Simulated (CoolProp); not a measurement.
The fluid at 419.08 K and 16.1 MPa expands adiabatically to 1.39 MPa with isentropic efficiency 0.9. The same conditions are run with several fluids, on thermodynamics alone (safety and materials aside).

Values from CoolProp's reference Helmholtz-energy equation of state of each fluid (R142b: Lemmon 2006; CF4 (R14): Platzer 1990; nitrogen: Span 2000; ethylene: Smukala 2000; ethane: Bücker 2006). The equations of Platzer and Polt are older, rougher fits.

Rank R142b, CF4 (R14), nitrogen, ethylene, ethane by work (kJ/kg), highest first.

nitrogen (198), ethylene (167), ethane (149), CF4 (R14) (68.3), R142b (20.3)

```json
[
 {"fluid": "R142b", "final temperature (K)": "353.5", "final phase": "two-phase, vapour fraction 0.470", "final density (kg/m³)": "125"},
 {"fluid": "CF4 (R14)", "final temperature (K)": "302.5", "final phase": "gas", "final density (kg/m³)": "51.1"},
 {"fluid": "nitrogen", "final temperature (K)": "224.7", "final phase": "gas", "final density (kg/m³)": "21.2"},
 {"fluid": "ethylene", "final temperature (K)": "255.6", "final phase": "gas", "final density (kg/m³)": "21.4"},
 {"fluid": "ethane", "final temperature (K)": "270.9", "final phase": "gas", "final density (kg/m³)": "22.1"}
]
```
